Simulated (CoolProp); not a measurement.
Properties of ammonia at several states (Tc = 405.6 K, pc = 11360 kPa, ω = 0.256).

The numbers come from the reference Helmholtz-energy equation of state, Gao 2020 in CoolProp.

```json
[
 {"T (K)": "679.5", "p (kPa)": "2070", "phase": "gas", "viscosity (µPa s)": "24.7", "conductivity (mW/(m K))": "78.1"},
 {"T (K)": "356.2", "p (kPa)": "5580", "phase": "liquid", "viscosity (µPa s)": "76.8", "conductivity (mW/(m K))": "333"},
 {"T (K)": "586.6", "p (kPa)": "284", "phase": "gas", "viscosity (µPa s)": "21.2", "conductivity (mW/(m K))": "66.8"},
 {"T (K)": "236.4", "p (kPa)": "2260", "phase": "liquid", "viscosity (µPa s)": "270", "conductivity (mW/(m K))": "679"},
 {"T (K)": "288.4", "p (kPa)": "11.4", "phase": "gas", "viscosity (µPa s)": "9.77", "conductivity (mW/(m K))": "24.0"}
]
```

Viscosity comes from a separate model (Fenghour 1995). Thermal conductivity comes from a separate model (Tufeu 1984).
